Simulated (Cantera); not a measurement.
**Thermodynamics of aluminium nitride and oxide growth, feed Al(CH3)3 + O2 + N2**

Charge: 1 mol Al(CH3)3, 0.43 mol O2, 3.3 mol N2, held at 1100 K and 0.120 bar.

Method: chemical equilibrium by Gibbs-energy minimisation in Cantera with the NASA 1993 tables (ideal gas, pure condensed phases). Candidate condensed phases: Al, AlN, Al2O3, C, C6H6, C7H8, C8H18, H2O; 148 gas species. The feed counts by its element totals alone. Mutual solubility and eutectic melting of coexisting phases are not modelled. Kinetics and transport are ignored.

```yaml
x(H2): 0.591
x(N2): 0.407
x(CH4): 0.00150
x(CO): 5.29e-5
x(NH3): 1.11e-5
x(HCN): 1.09e-5
n(AlN(s)): 0.427 mol
n(Al2O3(s)): 0.287 mol
n(C(graphite)): 2.99 mol
gas_amount: 7.575 mol
log10 activity of Al(l) (absent): -8.84
```
